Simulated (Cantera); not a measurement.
A closed system holds: 1 mol MgO, 0.12 mol Br₂, 0.061 mol H₂, equilibrated at 1 atm.

These are equilibrium values from Cantera (NASA tables, ideal gas, pure condensed phases), not measurements of a reactor. Candidate condensed phases: Br₂, H₂O, Mg, MgBr₂, MgO, Mg(OH)₂; 20 gas species. Mutual solubility and eutectic melting of coexisting phases are not modelled. Kinetics and transport are ignored.

x: gas mole fraction; n: condensed amount in mol.

```csv
T (°C),x HBr,x Br₂,x Br,x H₂O,x MgBr₂,n MgBr₂(s),n MgO(s),n MgBr₂(l)
627,0.566,0.352,0.000913,0.0813,0.000222,0.0136,0.986,0
677,0.605,0.341,0.00179,0.0511,0.000964,0.00865,0.991,0
727,0.625,0.334,0.00329,0.0345,0.00332,0,0.994,0.00549
777,0.630,0.328,0.00572,0.0273,0.00859,0,0.995,0.00334
827,0.628,0.320,0.00943,0.0218,0.0202,0,0.996,0.000297
877,0.614,0.316,0.0149,0.0274,0.0274,0,0.995,0
927,0.597,0.311,0.0228,0.0346,0.0346,0,0.994,0
977,0.578,0.304,0.0334,0.0425,0.0425,0,0.992,0
1027,0.556,0.295,0.0474,0.0510,0.0510,0,0.991,0
1077,0.532,0.283,[?],[?],[?],0,0.989,0
1127,0.507,0.268,[?],[?],[?],0,0.987,0
1177,0.481,0.251,0.113,0.0775,0.0776,0,0.985,0
```

Question: Some entries are withheld; supply them.

Answer: 
- 1127, x Br: 0.0871
- 1127, x H₂O: 0.0688
- 1127, x MgBr₂: 0.0688
- 1077, x Br: 0.0652
- 1077, x H₂O: 0.0598
- 1077, x MgBr₂: 0.0598
